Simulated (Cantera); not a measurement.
# B₂O₃ + F₂ (oxide etching and cleaning by halides)

Feed: 1 mol B₂O₃, a varied amount of F₂, held at 1873 K and 1.33 mbar.

Cantera equilibrium calculation (NASA polynomials, part measured and part estimated; ideal gas, pure solids and liquids). Candidate condensed phases: B, B₂O₃; 21 gas species. The tables' values for BF₂ are old estimates; treat these amounts as uncertain. Kinetics and transport are ignored.

```csv
n(F₂) (mol),log p BOF,log p BF₃,log p O₂,log p F,log p B₂O₃,log p BO₂
0.85,-3.00,-7.44,-3.62,-7.62,-4.12,-4.65
1,-2.98,-5.58,-3.58,-6.69,-5.89,-5.53
1.2,-3.04,-3.99,-3.52,-5.85,-7.66,-6.40
1.5,-3.14,-3.62,-3.44,-5.59,-8.35,-6.72
1.8,-3.26,-3.44,-3.39,-5.43,-8.89,-6.98
2.1,-3.40,-3.32,-3.34,-5.29,-9.44,-7.24
2.6,-3.78,-3.20,-3.29,-5.02,-10.70,-7.86
3.1,-5.55,-3.15,-3.27,-4.11,<-14,-10.53
3.7,-7.11,-3.27,-3.39,-3.42,<-14,-12.84
```
log p: log10 of the partial pressure in bar; nothing condenses.

From 0.85 mol F₂ to 3.7 mol F₂ nothing is condensed. The main B-bearing gas is BOF at 0.85 mol F₂ and BF₃ at 3.7 mol F₂.
